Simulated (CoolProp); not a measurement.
Vapour pressure (bar) of C2F6 (R116): the reference equation beside estimates from Tc = 293.0 K, pc = 30.48 bar, ω = 0.257. Clausius-Clapeyron is anchored at 208.5 K with a constant enthalpy of vaporisation of 15.30 kJ/mol.

Computed with CoolProp (reference Helmholtz-energy equation of state, Lemmon 2006). It is a short technical equation, of lower accuracy than the large ones.

```csv
T (K),reference,Lee-Kesler,Clausius-Clapeyron,van der Waals,Redlich-Kwong,Peng-Robinson
198.5,1.215,1.211,1.268,5.157,2.008,1.211
201.9,1.443,1.441,1.483,5.633,2.328,1.438
205.2,1.695,1.695,1.717,6.121,2.674,1.688
208.5,1.979,1.981,1.979,6.637,3.054,1.970
211.9,2.308,2.314,2.280,7.197,3.486,2.297
215.2,2.667,2.676,2.605,7.769,3.944,2.654
218.6,3.078,3.091,2.975,8.388,4.460,3.064
221.9,3.522,3.539,3.372,9.018,5.004,3.506
225.2,4.013,4.033,3.808,9.678,5.594,3.996
228.6,4.570,4.594,4.300,10.39,6.250,4.553
231.9,5.164,5.192,4.822,11.11,6.936,5.148
235.3,5.834,5.865,5.408,11.89,7.696,5.820
238.6,6.545,6.579,6.026,12.67,8.487,6.534
241.9,7.318,7.355,6.694,13.49,9.331,7.311
```

Absolute difference from the reference over all 14 rows, mean and median: Lee-Kesler 0.4 and 0.5 %, Clausius-Clapeyron 4.4 and 4.3 %, van der Waals 179.2 and 164.3 %, Redlich-Kwong 44.6 and 43.5 %, Peng-Robinson 0.4 and 0.4 %.
